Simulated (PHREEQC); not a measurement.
Dissolve 0.0016 mol/kgw H2SO4 and 0.018 mol/kgw ZnSO4 at 47 °C. Closed to the air; pH follows from the charge balance.

Equilibrium calculation in PHREEQC: ion-association model, phreeqc.dat.

```
quantity                   before    after
------------------------  -------  -------
pH                           2.83     5.43
ionic strength (mol/kgw)   0.0454   0.0468
SO4-2 (mol/kgw)            0.0105   0.0115
HSO4- (mol/kgw)           0.00145  3.90e-6
```

**Question.** Name the change that produced these shifts.
(A) ZnSO4 from 0.018 to 0.009 mol/kgw
(B) diluted 100-fold with water
(C) H2SO4 from 0.0016 to 0.008 mol/kgw
(D) H2SO4 replaced by Li2SO4 at the same molality
(E) ZnSO4 replaced by KHSO4 at the same molality

**Answer.** D, H2SO4 replaced by Li2SO4 at the same molality

No solid was allowed to form. Constants without temperature data keep their 25 °C values here.
